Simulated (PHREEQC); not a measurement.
Solution (20 °C and 50 atm): 0.11 mol/kgw HF, 0.00012 mol/kgw (CH3)4NF and 1.3 mol/kgw HCl. Closed to the air; pH follows from the charge balance.

Equilibrium calculation in PHREEQC: ion-association model, phreeqc.dat.

**Question.** The ionic strength comes out as 1.30 mol/kgw. What activity coefficients do F-, HF2-, H+, Cl- get?

**Answer.** F- 0.56, HF2- 0.85, H+ 0.74, Cl- 0.60.

No solid was allowed to form. Ionic strength above about 0.7 mol/kgw puts this run outside the model's range. Under pressure, the constants of complexes without a molar volume in the database are unreliable. (CH3)4N+ isn't in the database: it is added as a free cation with an ion size of 4 Å.
